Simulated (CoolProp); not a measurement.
Vapour pressure (MPa) of ethanol: the reference equation beside estimates from Tc = 514.7 K, pc = 6.268 MPa, ω = 0.644.

Computed with CoolProp (reference Helmholtz-energy equation of state, Schroeder 2014).

| T (K) | reference | Lee-Kesler | van der Waals |
|---|---|---|---|
| 367.4 | 0.1834 | 0.1844 | 1.387 |
| 376.9 | 0.2546 | 0.2559 | 1.575 |
| 386.4 | 0.3468 | 0.3479 | 1.779 |
| 396 | 0.4655 | 0.4655 | 2.001 |
| 405.5 | 0.6129 | 0.6106 | 2.237 |
| 415 | 0.7949 | 0.7887 | 2.491 |
| 424.5 | 1.017 | 1.005 | 2.762 |
| 434 | 1.283 | 1.264 | 3.051 |
| 443.6 | 1.604 | 1.576 | 3.361 |
| 453.1 | 1.979 | 1.940 | 3.687 |
| 462.6 | 2.415 | 2.367 | 4.032 |
| 472.1 | 2.920 | 2.865 | 4.395 |
| 481.6 | 3.501 | 3.443 | 4.778 |

Absolute difference from the reference over all 13 rows, mean and median: Lee-Kesler 1.1 and 1.2 %, van der Waals 235.0 and 171.6 %.
